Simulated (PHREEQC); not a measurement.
## Brine (model solution)

Solution (25 °C): 5.7 mol NaBr, 0.082 mol Na2B4O7, 0.6 mol NaCl and 4.7 mol KOH per kg of water. Closed to the air; pH follows from the charge balance.

Model: Pitzer model, pitzer.dat, run in PHREEQC.

```json
{
  "pH": "14.92",
  "ionic_strength": "11.2 mol/kgw",
  "activity_of_water": "0.598",
  "density": "1.473 g/cm³",
  "osmotic_coefficient": "1.277",
  "total_alkalinity": "4860 meq/kg"
}
```

```json
[
 {"species": "Na+", "molality": "6.46", "activity": "9.87", "log γ": "0.184"},
 {"species": "Br-", "molality": "5.70", "activity": "3.12", "log γ": "-0.262"},
 {"species": "K+", "molality": "4.70", "activity": "5.45", "log γ": "0.064"},
 {"species": "OH-", "molality": "4.54", "activity": "5.08", "log γ": "0.049"},
 {"species": "Cl-", "molality": "0.600", "activity": "0.455", "log γ": "-0.120"},
 {"species": "B(OH)4-", "molality": "0.328", "activity": "0.189", "log γ": "-0.240"},
 {"species": "B(OH)3", "molality": "7.64e-6", "activity": "6.52e-7", "log γ": "-1.069"},
 {"species": "B4O5(OH)4-2", "molality": "1.11e-7", "activity": "4.36e-11", "log γ": "-3.404"}
]
```

This is a speciation only: nothing precipitates in the calculation. Species that the database lacks are ignored. In brines, pH and single-ion activities rest on the MacInnes convention.
